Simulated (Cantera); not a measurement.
Ammonia decomposition in nitride growth gas

An isothermal, constant-pressure homogeneous reactor starts with NH3 : N2 = 1 : 9.9 (molar parts), at 2325 K and 0.0600 bar.

Model: the gas-phase N/H chemistry of the illustrative SiF4/NH3 mechanism in the Surface Chemkin manual (1991), integrated in Cantera. Walls and surfaces, which speed up NH3 decomposition in real reactors, are not modelled.

| t (s) | x NH3 | x H2 | x NH | x N2H4 | x N2 |
|---|---|---|---|---|---|
| 4.00e-6 | 0.0917 | 1.64e-6 | 3.15e-10 | <1e-12 | 0.908 |
| 1.24e-5 | 0.0917 | 9.98e-6 | 6.78e-9 | 1.75e-12 | 0.908 |
| 3.86e-5 | 0.0917 | 4.14e-5 | 9.98e-8 | 2.23e-11 | 0.908 |
| 0.000120 | 0.0914 | 0.000141 | 1.21e-6 | 2.31e-10 | 0.908 |
| 0.000372 | 0.0908 | 0.000509 | 9.91e-6 | 2.07e-9 | 0.908 |
| 0.00116 | 0.0884 | 0.00297 | 3.26e-5 | 8.44e-9 | 0.907 |
| 0.00359 | 0.0804 | 0.0142 | 4.82e-5 | 5.83e-9 | 0.904 |
| 0.0111 | 0.0600 | 0.0426 | 5.40e-5 | 2.52e-9 | 0.896 |
| 0.0346 | 0.0255 | 0.0903 | 4.32e-5 | 5.84e-10 | 0.883 |
| 0.107 | 0.00227 | 0.122 | 1.70e-5 | 1.75e-11 | 0.874 |
| 0.334 | 4.87e-6 | 0.123 | 7.83e-7 | <1e-12 | 0.871 |
| 1.04 | 6.11e-8 | 0.118 | 5.74e-8 | <1e-12 | 0.868 |
| 3.22 | 2.86e-8 | 0.117 | 3.38e-8 | <1e-12 | 0.867 |
| 10.0 | 2.85e-8 | 0.117 | 3.36e-8 | <1e-12 | 0.867 |
x: mole fraction; the columns are a selection and need not sum to one.

Equilibrium at this temperature and pressure: NH3 2.85e-8, H2 0.117, NH 3.36e-8, N2H4 <1e-12, N2 0.867 (gas phase only).
